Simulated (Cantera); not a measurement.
A perfectly stirred reactor is fed with CH₄ : CO₂ : H₂ = 1 : 0.55 : 1.7 (molar parts), at 1.00 bar; it is held at 1825 K, and followed from long to short residence time.

Computed with Cantera and GRI-Mech 3.0 (53 species, 325 reactions). GRI-Mech 3.0 stops at C3 and has no aromatics, soot or wall deposition, so with more carbon than oxygen in the feed, carbon stays in small species such as C2H2 where larger ones or solid carbon would form.

Task: Predict: x(CH₄) at τ = 9.30 s; x(CO₂) at τ = 9.30 s; x(H₂) at τ = 9.30 s; x(H₂O) at τ = 9.30 s; x(CH₄) at τ = 86.0 ms; x(CO₂) at τ = 86.0 ms; x(H₂) at τ = 86.0 ms; x(H₂O) at τ = 86.0 ms.

Result: 
- x(CH₄) at τ = 9.30 s = 0.00777
- x(CO₂) at τ = 9.30 s = 0.000441
- x(H₂) at τ = 9.30 s = 0.714
- x(H₂O) at τ = 9.30 s = 0.00496
- x(CH₄) at τ = 86.0 ms = 0.0406
- x(CO₂) at τ = 86.0 ms = 0.0103
- x(H₂) at τ = 86.0 ms = 0.628
- x(H₂O) at τ = 86.0 ms = 0.0855
